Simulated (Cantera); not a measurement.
Charge: 1 mol CuF2, 0.93 mol HF, 1 mol N2, equilibrated at 1073 K and 100 Torr.

Cantera equilibrium calculation (NASA polynomials, part measured and part estimated; ideal gas, pure solids and liquids). Candidate condensed phases: Cu, CuF2; 25 gas species. Rates play no part.

Base state: N2 0.518, HF 0.482, CuF2 0.000705 (mole fractions); condensed: CuF2(s).

What changes in the equilibrium state with this change: temperature from 1073 K to 1450 K?


```
species         before    after
------------  --------  -------
N2               0.518    0.409
HF               0.482    0.380
CuF2          0.000705    0.207
CuF            7.91e-7  0.00183
F              7.91e-7  0.00183
CuF2(s), mol     0.999        0
CuF2(l), mol         0    0.490
```

What changes in the equilibrium state with this change: pressure from 100 Torr to 0.278 Torr?


```
species         before     after
------------  --------  --------
N2               0.518     0.386
HF               0.482     0.359
CuF2          0.000705     0.254
CuF            7.91e-7  0.000285
F              7.91e-7  0.000285
CuF2(s), mol     0.999     0.341
```
